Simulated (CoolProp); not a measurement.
Vapour-liquid equilibrium of dimethyl ether (1) + n-butane (2) at 231.2 K; x and y are mole fractions of (1).

Computed with CoolProp (multi-fluid Helmholtz-energy mixture model, Wu 2011 and Bücker 2006; pair parameters Bell 2016).

| x | bubble pressure (MPa) | y at the bubble point | dew pressure at overall composition x (MPa) | liquid density (mol/L) |
|---|---|---|---|---|
| 0.05 | 0.01850 | 0.223 | 0.01574 | 11.26 |
| 0.15 | 0.02423 | 0.460 | 0.01724 | 11.64 |
| 0.25 | 0.02873 | 0.587 | 0.01903 | 12.05 |
| 0.35 | 0.03229 | 0.668 | 0.02122 | 12.50 |
| 0.45 | 0.03516 | 0.727 | 0.02391 | 12.97 |
| 0.55 | 0.03752 | 0.774 | 0.02728 | 13.49 |
| 0.65 | 0.03955 | 0.817 | 0.03146 | 14.05 |
| 0.75 | 0.04134 | 0.860 | 0.03633 | 14.66 |
| 0.85 | 0.04296 | 0.907 | 0.04096 | 15.33 |
| 0.95 | 0.04439 | 0.965 | 0.04408 | 16.07 |

No azeotrope shows between x = 0.05 and 0.95.

Pair parameters are fitted to limited data, so mixtures are less certain than the pure fluids.
